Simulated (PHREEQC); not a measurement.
Solution (20 °C): 0.75 mol/kgw LiBr, 0.16 mol/kgw MgSO4 and 0.0019 mol/kgw H4SiO4. Closed to the air; pH follows from the charge balance.

The numbers come from PHREEQC with the Pitzer model, pitzer.dat.

| quantity | before | after |
|---|---|---|
| pH | 6.21 | 6.33 |
| H3SiO4- (mol/kgw) | 1.51e-6 | 1.02e-6 |
| HSO4- (mol/kgw) | 9.93e-7 | 7.36e-7 |
| MgOH+ (mol/kgw) | 1.30e-7 | 1.76e-7 |
| SI of SiO2(a) (SiO2) | +0.13 | -0.18 |
| SI of Epsomite (MgSO4:7H2O) | -1.61 | -1.61 |

Problem. Name the change that produced these shifts.
(A) 0.055 mol/kgw KCl added
(B) H4SiO4 from 0.0019 to 0.00095 mol/kgw
(C) diluted 2-fold with water
(D) temperature from 20 to 15 °C
(E) diluted 100-fold with water

Solution. B, H4SiO4 from 0.0019 to 0.00095 mol/kgw

No solid was allowed to form. Some of these states are supersaturated (in SiO2(a), for instance). In brines, pH and single-ion activities rest on the MacInnes convention.
